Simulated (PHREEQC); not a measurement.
A made-up water analysis in mmol/kgw, 45 °C, pH 6.21:

```
constituent           mmol/kgw
--------------------  --------
Na                         272
K                         1.68
Ca                        15.8
Mg                        73.1
Cl                         394
S(6)                      19.6
Alkalinity (meq/kgw)  6.76e-05
Br                         1.7
```

Valence states are taken as typed.

Computed with PHREEQC (Pitzer model, pitzer.dat).

- ionic strength = 0.552 mol/kgw
- activity of water = 0.988
- specific conductance = 54500 µS/cm
- density = 1.009 g/cm³
- osmotic coefficient = 0.890
- charge-balance error = 1.9 %

| species | molality | activity | log γ |
|---|---|---|---|
| Cl- | 0.394 | 0.253 | -0.193 |
| Na+ | 0.272 | 0.194 | -0.148 |
| Mg+2 | 0.0731 | 0.0175 | -0.622 |
| SO4-2 | 0.0196 | 0.00179 | -1.039 |
| Ca+2 | 0.0158 | 0.00347 | -0.659 |
| Br- | 0.00170 | 0.00113 | -0.177 |
| K+ | 0.00168 | 0.00112 | -0.175 |
| H+ | 8.04e-7 | 6.17e-7 | -0.115 |
| HCO3- | 7.82e-7 | 4.77e-7 | -0.215 |
| CO2 | 5.24e-7 | 5.66e-7 | 0.034 |
| HSO4- | 2.86e-7 | 1.87e-7 | -0.184 |
| MgOH+ | 2.45e-7 | 2.23e-7 | -0.040 |
| OH- | 1.28e-7 | 6.46e-8 | -0.296 |

Precipitation was switched off in this run. Complexes and solids missing from the database can't appear. Constants without temperature data keep their 25 °C values here.
